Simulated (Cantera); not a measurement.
A closed system holds: 1 mol Si3H8, 0.92 mol Cl2, 23 mol N2, at 1725 K and 39.0 mbar.

Cantera equilibrium calculation (NASA polynomials, part measured and part estimated; ideal gas, pure solids and liquids). Candidate condensed phases: NH4Cl, Si, Si3N4; 28 gas species. The feed counts by its element totals alone. The tables' values for SiCl3, SiCl are old estimates; treat these amounts as uncertain. Kinetics and transport are ignored.

Base state: N2 0.812, H2 0.129, HCl 0.0476, SiCl2 0.0110, H 0.000338, SiCl3 0.000205, Cl 9.66e-5, SiCl 1.71e-5 (mole fractions); condensed: Si3N4(s).

Problem. What changes in the equilibrium state with this change: temperature from 1725 K to 925 K?

Solution. 
```json
[
 {"species": "N2", "before": "0.812", "after": "0.810"},
 {"species": "H2", "before": "0.129", "after": "0.119"},
 {"species": "HCl", "before": "0.0476", "after": "0.0699"},
 {"species": "SiCl2", "before": "0.0110", "after": "3.36e-9"},
 {"species": "SiCl4", "before": "7.16e-6", "after": "0.000273"},
 {"species": "H", "before": "0.000338", "after": "<1e-9"},
 {"species": "Cl", "before": "9.66e-5", "after": "<1e-9"},
 {"species": "SiCl", "before": "1.71e-5", "after": "<1e-9"},
 {"species": "Si3N4(s), mol", "before": "0.902", "after": "0.998"}
]
```
N2 is the only nitrogen source here; it is nearly inert below about 1500 K, so the nitride shown seldom forms there in practice.
